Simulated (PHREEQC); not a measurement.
PHREEQC input (ion-association model, wateq4f.dat):

```
SOLUTION_MASTER_SPECIES
  An  An-  0  An  62.0  # stands for a non-complexing anion
SOLUTION_SPECIES
  An- = An-
    -log_k 0
    -gamma 3.0 0
PHASES
  Fix_H+
    H+ = H+
    -log_k 0
SOLUTION 1
  temp 25
  units mmol/kgw
  pH 7 charge
  Na 5
  An 5
END
SELECTED_OUTPUT 1
  -reset false
  -pH true
  -pe true
  -ionic_strength true
  -water true
  -totals Na
  -molalities Hfo_wOH Hfo_wOH2+ Hfo_wO- Hfo_sOH Hfo_sOH2+ Hfo_sO-
USER_PUNCH 1
  -headings sigma psi
  10 PUNCH EDL("sigma", "Hfo"), EDL("psi", "Hfo")
PRINT
  -reset false
USE solution 1
SURFACE 1
  Hfo_wOH 0.000786517 600 0.35
  Hfo_sOH 1.96629e-05
EQUILIBRIUM_PHASES 1
  Fix_H+ -3 HAn 10
    -force_equality true
  O2(g) -0.68 10
END
# ... the last block is repeated for the other 12 points of pH, with NaOH or the acid as the point needs
```

Selected output (columns that matter, 13 of 13 rows; pH added in front):

```
pH	mu	Na	m_Hfo_wOH	m_Hfo_wOH2+	m_Hfo_wO-	m_Hfo_sOH	m_Hfo_sOH2+	m_Hfo_sO-	sigma	psi
3	0.00641	0.005	0.00013922	0.00064662	6.8664e-07	3.4804e-06	1.6165e-05	1.7166e-08	0.30422	0.21432
3.67	0.0054725	0.005	0.00030378	0.00047832	4.4198e-06	7.5945e-06	1.1958e-05	1.1049e-07	0.2232	0.20248
4.33	0.0052117	0.005	0.00044388	0.00032891	1.3723e-05	1.1097e-05	8.2228e-06	3.4308e-07	0.14845	0.1828
5	0.0051094	0.005	0.00053494	0.00022206	2.9521e-05	1.3373e-05	5.5515e-06	7.3804e-07	0.090681	0.15806
5.67	0.0050581	0.005	0.00057992	0.00015777	4.8833e-05	1.4498e-05	3.9442e-06	1.2208e-06	0.051306	0.12928
6.33	0.0050299	0.005	0.00059694	0.00012345	6.6124e-05	1.4923e-05	3.0863e-06	1.6531e-06	0.027001	0.097278
7	0.0050138	0.005	0.00060225	0.00010552	7.8744e-05	1.5056e-05	2.638e-06	1.9686e-06	0.012611	0.061903
7.67	0.0050045	0.005	0.00060359	9.5881e-05	8.7047e-05	1.509e-05	2.397e-06	2.1762e-06	0.0041608	0.024787
8.33	0.0050045	0.0050067	0.00060371	8.9252e-05	9.355e-05	1.5093e-05	2.2313e-06	2.3387e-06	-0.0020241	-0.01241
9	0.005021	0.0050312	0.00060292	8.1829e-05	0.00010177	1.5073e-05	2.0457e-06	2.5442e-06	-0.0093908	-0.049848
9.67	0.0050739	0.0050973	0.00059943	7.0769e-05	0.00011632	1.4986e-05	1.7692e-06	2.9079e-06	-0.021451	-0.085901
10.33	0.0052778	0.0053242	0.00058712	5.4502e-05	0.00014489	1.4678e-05	1.3625e-06	3.6223e-06	-0.042572	-0.11877
11	0.0061777	0.0062661	0.00054735	3.3345e-05	0.00020582	1.3684e-05	8.3361e-07	5.1456e-06	-0.081235	-0.14758
```

Complexes and solids missing from the database can't appear. The oxide is taken as insoluble; below pH 4 it would dissolve.
